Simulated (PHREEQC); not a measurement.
A PHREEQC input (ion-association model, wateq4f.dat):

```
SOLUTION 1
  temp 20
  units mgL
  pH 5.93
  pe 10.7
  Na 7.64
  K 7.14
  Ca 1.66
  Mg 1.86
  Cl 17.6
  S(6) 8.07 as SO4
  Alkalinity 4.63 as HCO3
  F 0.0138
END
USE solution 1
EQUILIBRIUM_PHASES 1
  Gypsum 0 0
  CO2(g) -2 10
END
```

It stops with these messages:

```
ERROR: Calculations terminating due to input errors.
```

The fault: a unit that the program doesn't know. The line should read `units mg/L` where the input has `units mgL`. With the mend the run ends at pH 5.67 and ionic strength 0.000944 mol/kgw.
